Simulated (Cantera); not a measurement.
**B₂H₆ + O₂ + H₂O (boron, boron nitride and boron oxide)**

Feed: 1 mol B₂H₆, 0.39 mol O₂, 0.92 mol H₂O, at 750 Torr.

Cantera equilibrium calculation (NASA polynomials, part measured and part estimated; ideal gas, pure solids and liquids). Candidate condensed phases: B, B₂O₃, B₃O₃H₃, H₂O; 23 gas species. The feed counts by its element totals alone. Mutual solubility and eutectic melting of coexisting phases are not modelled. The tables' values for BH₂ are old estimates; treat these amounts as uncertain. Gases not in the tables: B₂H₆ and higher boranes. Equilibrium is a limit: real reactors are often held back by kinetics, nucleation or transport.

```json
[
 {"T (K)": "1198", "log p H₂": "0.00", "log p HBO": "-4.24", "log p B₂O₂": "-7.17", "log p B₃O₃H₃": "-2.17", "log p B₂O₃": "-8.06", "log p HBO₂": "-6.23", "log p H": "-6.72", "log p BO": "-9.32", "n B(s)": "0.840", "n B₂O₃(l)": "0.540"},
 {"T (K)": "1298", "log p H₂": "0.00", "log p HBO": "-3.55", "log p B₂O₂": "-5.96", "log p B₃O₃H₃": "-2.16", "log p B₂O₃": "-6.75", "log p HBO₂": "-5.39", "log p H": "-5.97", "log p BO": "-7.96", "n B(s)": "0.839", "n B₂O₃(l)": "0.539"},
 {"T (K)": "1398", "log p H₂": "0.00", "log p HBO": "-2.96", "log p B₂O₂": "-4.92", "log p B₃O₃H₃": "-2.16", "log p B₂O₃": "-5.64", "log p HBO₂": "-4.67", "log p H": "-5.33", "log p BO": "-6.80", "n B(s)": "0.838", "n B₂O₃(l)": "0.538"},
 {"T (K)": "1498", "log p H₂": "0.00", "log p HBO": "-2.46", "log p B₂O₂": "-4.04", "log p B₃O₃H₃": "-2.17", "log p B₂O₃": "-4.68", "log p HBO₂": "-4.06", "log p H": "-4.77", "log p BO": "-5.80", "n B(s)": "0.835", "n B₂O₃(l)": "0.535"},
 {"T (K)": "1598", "log p H₂": "-0.01", "log p HBO": "-2.02", "log p B₂O₂": "-3.27", "log p B₃O₃H₃": "-2.18", "log p B₂O₃": "-3.85", "log p HBO₂": "-3.53", "log p H": "-4.28", "log p BO": "-4.93", "n B(s)": "0.827", "n B₂O₃(l)": "0.525"},
 {"T (K)": "1698", "log p H₂": "-0.01", "log p HBO": "-1.64", "log p B₂O₂": "-2.59", "log p B₃O₃H₃": "-2.20", "log p B₂O₃": "-3.12", "log p HBO₂": "-3.07", "log p H": "-3.85", "log p BO": "-4.17", "n B(s)": "0.805", "n B₂O₃(l)": "0.499"},
 {"T (K)": "1798", "log p H₂": "-0.03", "log p HBO": "-1.30", "log p B₂O₂": "-1.99", "log p B₃O₃H₃": "-2.24", "log p B₂O₃": "-2.48", "log p HBO₂": "-2.67", "log p H": "-3.47", "log p BO": "-3.49", "n B(s)": "0.750", "n B₂O₃(l)": "0.428"}
]
```
log p: log10 of the partial pressure in bar; n: condensed amount in mol.

From 1198 K to 1798 K the condensed part is B(s) + B₂O₃(l). The main B-bearing gas is B₃O₃H₃ at 1198 K and HBO at 1798 K. The share of B in condensed phases is highest at 1198 K (96.0 %) and lowest at 1798 K (80.3 %).
